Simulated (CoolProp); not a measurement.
Vapour-liquid equilibrium of CH2F2 (R32) (1) + R123 (2) at 0.458 bar; x and y are mole fractions of (1).

Model: multi-fluid Helmholtz-energy mixture model, Tillner-Roth 1997 and Younglove 1994; pair parameters Bell 2016, in CoolProp.

```
x     bubble temperature, mixture model (°C)  bubble temperature, Raoult's law (°C)  y, mixture model  y, Raoult's law
----  --------------------------------------  -------------------------------------  ----------------  ---------------
0.05                                   -17.7                                  -11.3             0.712            0.607
0.15                                   -40.3                                  -30.5             0.932            0.878
0.25                                   -49.8                                  -40.6             0.968            0.944
0.35                                   -54.9                                  -47.1             0.980            0.969
0.45                                   -57.9                                  -51.9             0.986            0.982
0.55                                   -59.8                                  -55.6             0.989            0.989
0.65                                   -61.3                                  -58.7             0.991            0.993
0.75                                   -62.6                                  -61.2             0.993            0.996
0.85                                   -63.8                                  -63.3             0.996            0.998
0.95                                   -65.3                                  -65.2             0.998            0.999
```

The largest gap from Raoult's law is -9.8 K in bubble temperature, at x = 0.15. No azeotrope shows between x = 0.05 and 0.95.

Pair parameters are fitted to limited data, so mixtures are less certain than the pure fluids.
